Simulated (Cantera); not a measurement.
Cantera run, input and output.

```python
import numpy as np
import cantera as ct

gas = ct.Solution("gri30.yaml")


def delay(T, t_max=10):
    gas.TPX = T, 100000, {'CO': 1, 'H2': 0.04, 'CH4': 0.92, 'O2': 1.82, 'N2': 6.83, 'H2O': 2.9}
    reactor = ct.IdealGasReactor(gas, clone=False)
    net = ct.ReactorNet([reactor])
    net.rtol, net.atol = 1e-8, 1e-16
    while net.time < t_max:
        t_old, T_old = net.time, reactor.T
        net.step()
        if reactor.T > T + 400:  # ignition: a rise of 400 K
            return t_old + (T + 400 - T_old) / (reactor.T - T_old) * (net.time - t_old)
    return np.nan


taus = []
for T in [1100, 1175, 1250, 1325, 1400]:
    taus.append(delay(T))
    print(f"T0 = {T:6g} K   tau = {taus[-1]:.4e} s")

# d ln(tau) / d ln(k), from doubling and halving each rate constant
T, sens = 1100, []
for i in range(gas.n_reactions):
    gas.set_multiplier(2.0, i)
    up = delay(T)
    gas.set_multiplier(0.5, i)
    down = delay(T)
    gas.set_multiplier(1.0, i)
    sens.append((np.log(up / down) / np.log(4.0), gas.reaction(i).equation))
sens.sort(key=lambda x: -abs(x[0]))
print(f"sensitivities at {T} K")
for s, eq in sens[:10]:
    print(f"{s:8.3f}  {eq}")
```

It prints:

```
T0 =   1100 K   tau = 2.1620e-01 s
T0 =   1175 K   tau = 7.8219e-02 s
T0 =   1250 K   tau = 2.9067e-02 s
T0 =   1325 K   tau = 1.1170e-02 s
T0 =   1400 K   tau = 4.4855e-03 s
sensitivities at 1100 K
   1.109  2 CH3 (+M) <=> C2H6 (+M)
  -0.775  H + O2 <=> O + OH
  -0.647  CH3 + HO2 <=> CH3O + OH
   0.573  CO + HO2 <=> CO2 + OH
   0.477  CH4 + OH <=> CH3 + H2O
  -0.449  CO + OH <=> CO2 + H
  -0.397  CH3 + O2 <=> CH2O + OH
  -0.257  CH2O + O2 <=> HCO + HO2
  -0.248  CH3 + O2 <=> CH3O + O
   0.157  CH4 + H <=> CH3 + H2
```

Computed with Cantera and GRI-Mech 3.0 (53 species, 325 reactions).
